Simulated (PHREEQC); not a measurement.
A column of 0.5 m (30 cells, dispersivity 0.018 m, 3600 s a shift, diffusion coefficient 3e-10 m²/s) holds 0.095 eq of the database's cation exchanger X per kg of pore water, first in equilibrium with 0.54 mmol/kgw KCl, 19 mmol/kgw MnCl2 and 0.01 mmol/kgw HCl. It is flushed with 79 mmol/kgw SrCl2, 91 mmol/kgw KCl and 0.01 mmol/kgw HCl, at 40 °C. Values are for the last cell. No CO2 enters from the air. No solid was allowed to form.

Base run: PHREEQC, ion-association model, phreeqc.dat. Each further column changes one thing. The table gives K in solution (mol/kgw).

| pore volumes | base | exchange capacity from 0.095 to 0.048 eq/kgw | dispersivity from 0.018 to 0.036 m |
|---|---|---|---|
| 0 | 0.000540 | 0.000540 | 0.000540 |
| 0.3167 | 0.000540 | 0.000540 | 0.000541 |
| 0.6167 | 0.000600 | 0.000637 | 0.000765 |
| 0.9167 | 0.00219 | 0.0118 | 0.00767 |
| 1.217 | 0.0275 | 0.0544 | 0.0364 |
| 1.517 | 0.0656 | 0.0796 | 0.0630 |
| 1.817 | 0.0825 | 0.0880 | 0.0778 |
| 2.117 | 0.0883 | 0.0903 | 0.0849 |
| 2.417 | 0.0902 | 0.0908 | 0.0882 |
| 2.717 | 0.0907 | 0.0910 | 0.0897 |
| 3.017 | 0.0909 | 0.0910 | 0.0904 |

Away from 25 °C the constants follow the database's enthalpies or fits; those with neither stay at their 25 °C values.
